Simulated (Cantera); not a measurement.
A perfectly stirred reactor is fed with 7.69 % NO, 92.3 % N2, at 20.0 Torr; it is held at 2200 K, and followed from long to short residence time.

Model: GRI-Mech 3.0 (53 species, 325 reactions), integrated in Cantera. Radical loss at walls, strong at low pressure, is not modelled.

x: mole fraction; the columns are a selection and need not sum to one.

```csv
τ (s),x NO,x O2,x O,x N2,x N2O,x NO2
0.67,0.0683,0.00385,0.000904,0.927,(withheld),1.81e-6
0.31,0.0746,0.000924,0.000421,0.924,2.72e-6,9.05e-7
0.14,0.0763,0.000191,0.000186,0.923,2.90e-6,3.98e-7
0.066,0.0767,4.25e-5,8.65e-5,0.923,2.88e-6,1.82e-7
0.030,0.0769,8.56e-6,3.82e-5,0.923,2.70e-6,7.89e-8
0.014,0.0769,1.76e-6,1.68e-5,0.923,(withheld),3.38e-8
0.0065,0.0769,3.44e-7,7.06e-6,0.923,(withheld),1.35e-8
0.0030,0.0769,6.44e-8,2.87e-6,0.923,(withheld),4.98e-9
0.0014,0.0769,1.24e-8,1.18e-6,0.923,(withheld),1.72e-9
0.00064,0.0769,2.36e-9,4.93e-7,0.923,(withheld),5.22e-10
```

Question: Complete the blanks.

Answer: 
- 0.67, x N2O: 2.13e-6
- 0.014, x N2O: 2.36e-6
- 0.0065, x N2O: 1.84e-6
- 0.0030, x N2O: 1.24e-6
- 0.0014, x N2O: 7.35e-7
- 0.00064, x N2O: 3.85e-7
